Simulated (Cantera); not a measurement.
# NO annealing gas

An isothermal, constant-pressure homogeneous reactor starts with 25.6 % NO, 74.4 % N₂, at 1900 K and 315 Torr.

Detailed kinetics in Cantera: GRI-Mech 3.0 (53 species, 325 reactions).

```csv
t (s),x NO,x NO₂,x N₂O,x O,x N₂,x O₂
4.00e-5,0.256,5.00e-8,5.91e-7,5.53e-7,0.744,1.12e-9
0.000119,0.256,3.78e-7,1.73e-6,1.46e-6,0.744,9.30e-9
0.000356,0.256,2.26e-6,4.87e-6,3.49e-6,0.744,7.74e-8
0.00106,0.256,9.93e-6,1.23e-5,8.90e-6,0.744,8.31e-7
0.00317,0.256,3.08e-5,2.34e-5,2.23e-5,0.744,1.29e-5
0.00948,0.256,4.38e-5,2.85e-5,3.04e-5,0.744,0.000110
0.0283,0.255,4.58e-5,2.85e-5,3.18e-5,0.744,0.000443
0.0844,0.253,5.06e-5,2.80e-5,3.50e-5,0.745,0.00144
0.252,0.247,6.22e-5,2.66e-5,4.31e-5,0.748,0.00441
0.752,0.230,8.38e-5,2.27e-5,6.09e-5,0.757,0.0131
2.24,0.184,0.000104,1.42e-5,9.23e-5,0.780,0.0362
6.70,0.0973,8.00e-5,3.98e-6,0.000132,0.823,0.0794
20.0,0.0234,2.32e-5,3.83e-7,0.000158,0.860,0.116
```
x: mole fraction; the columns are a selection and need not sum to one.

Equilibrium at this temperature and pressure: NO 0.00468, NO₂ 4.82e-6, N₂O 1.81e-7, O 0.000164, N₂ 0.869, O₂ 0.126 (gas phase only).
